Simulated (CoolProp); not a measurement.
Vapour pressure (kPa) of chlorine: the reference equation beside estimates from Tc = 416.9 K, pc = 7642 kPa, ω = 0.070. Clausius-Clapeyron is anchored at 262.4 K with a constant enthalpy of vaporisation of 19.36 kJ/mol.

Values from CoolProp's reference Helmholtz-energy equation of state, Thol 2021.

```tsv
T (K)	reference	Clausius-Clapeyron	Soave-Redlich-Kwong
236.6	90.24	96.75	92.38
245.2	131.0	136.6	133.4
253.8	185.0	188.5	187.4
262.4	254.7	254.7	256.9
271	342.8	337.5	344.7
279.6	452.4	439.6	453.6
288.2	586.4	563.6	586.6
296.8	747.7	712.3	746.8
305.4	939.6	888.5	937.3
314	1165	1095	1161
322.6	1428	1334	1422
331.2	1730	1609	1723
339.8	2075	1923	2067
```

Absolute difference from the reference over all 13 rows, mean and median: Clausius-Clapeyron 4.5 and 4.7 %, Soave-Redlich-Kwong 0.7 and 0.4 %.
